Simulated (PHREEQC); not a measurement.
PHREEQC input (ion-association model, wateq4f.dat):

```
SOLUTION_SPECIES
  2 NO3- + 12 H+ + 10 e- = N2 + 6 H2O  # shut off: nitrate stays nitrate
    -log_k -100
    -delta_h 0
    -analytic -100
SOLUTION 1
  temp 25
  units mmol/kgw
  pH 7 charge
  Cl 80
  Ni 26
  K 28
  S(6) 0.036
SOLUTION 2
  temp 25
  units mmol/kgw
  pH 7 charge
  N(5) 34.2
  Ag 34
  Zn 0.1
END
SELECTED_OUTPUT 1
  -reset false
  -pH true
  -pe true
  -ionic_strength true
  -water true
  -totals Ag Cl K N Ni S Zn N(5) N(3) N(0)
    N(-3) S(-2) S(6)
  -molalities H+ Ag+ Cl- K+ NO3- Ni+2 SO4-2 Zn+2 NH3 KSO4-
    HSO4- H2S HS- S-2 O2 NH4+ NH4SO4- OH- ZnCl+ ZnCl2
    ZnCl3- ZnCl4-2 ZnOH+ Zn(OH)2 Zn(OH)3- Zn(OH)4-2 ZnOHCl Zn(HS)2 Zn(HS)3- ZnSO4
    Zn(SO4)2-2 NO2- NiCl+ NiOH+ Ni(OH)2 Ni(OH)3- NiSO4 AgCl AgCl2- AgCl3-2
    AgCl4-3 AgHS Ag(HS)2- AgOH Ag(OH)2- AgSO4- AgNO3 Ag(NO2)2- NiCl2 Ni(SO4)2-2
  -equilibrium_phases Zincite(c) Zn4(OH)6SO4 Zn5(OH)8Cl2 Ni(OH)2 Ni4(OH)6SO4 Cerargyrite Ag2O Ag2SO4 Goslarite Morenosite
PRINT
  -reset false
MIX 1
  1 1
  2 0
EQUILIBRIUM_PHASES 1
  Zincite(c) 0 0
  Zn4(OH)6SO4 0 0
  Zn5(OH)8Cl2 0 0
  Ni(OH)2 0 0
  Ni4(OH)6SO4 0 0
  Cerargyrite 0 0
  Ag2O 0 0
  Ag2SO4 0 0
  Goslarite 0 0
  Morenosite 0 0
  O2(g) -0.68 10
END
# ... the last block is repeated for the other 10 points of share of solution B
```

Selected output (columns that matter, 11 of 11 rows; share of solution B added in front):

```
share of solution B	pH	mu	Ag	Cl	K	N	Ni	S	Zn	m_H+	m_Ag+	m_Cl-	m_K+	Cerargyrite
0	4.2266	0.10182	0	0.08	0.028	0	0.026	3.6e-05	0	7.1968e-05	0	0.077744	0.027999	0
0.1	4.2702	0.092147	2.8073e-06	0.068603	0.0252	0.00342	0.0234	3.24e-05	1e-05	6.4778e-05	4.396e-09	0.066833	0.025199	0.0033972
0.2	4.3189	0.08238	2.3526e-06	0.057202	0.0224	0.00684	0.0208	2.88e-05	2e-05	5.7588e-05	5.1616e-09	0.055871	0.022399	0.0067976
0.3	4.3741	0.072516	1.9193e-06	0.045802	0.0196	0.01026	0.0182	2.52e-05	3e-05	5.0397e-05	6.2967e-09	0.044852	0.019599	0.010198
0.4	4.4378	0.062553	1.5052e-06	0.034402	0.0168	0.01368	0.0156	2.16e-05	4e-05	4.3206e-05	8.1655e-09	0.033777	0.016799	0.013598
0.5	4.5132	0.052486	1.109e-06	0.023001	0.014	0.0171	0.013	1.8e-05	5e-05	3.6014e-05	1.1852e-08	0.022644	0.013999	0.016999
0.6	4.6055	0.042313	7.3352e-07	0.011601	0.0112	0.02052	0.0104	1.44e-05	6e-05	2.8822e-05	2.2693e-08	0.011452	0.0112	0.020399
0.7	4.7246	0.032027	1.6003e-06	0.0002016	0.0084	0.02394	0.0078	1.08e-05	7e-05	2.1629e-05	1.2541e-06	0.00019925	0.0083998	0.023798
0.8	4.9005	0.032546	0.0112	3.5139e-07	0.0056	0.02736	0.0052	7.2e-06	8e-05	1.4437e-05	0.011091	2.258e-08	0.0055999	0.016
0.9	5.2002	0.033233	0.0226	3.3988e-07	0.0028	0.03078	0.0026	3.6e-06	9e-05	7.248e-06	0.022355	1.1235e-08	0.0028	0.0079997
1	6.504	0.033894	0.034	0	0	0.0342	0	0	0.0001	3.6044e-07	0.033594	0	0	0
```
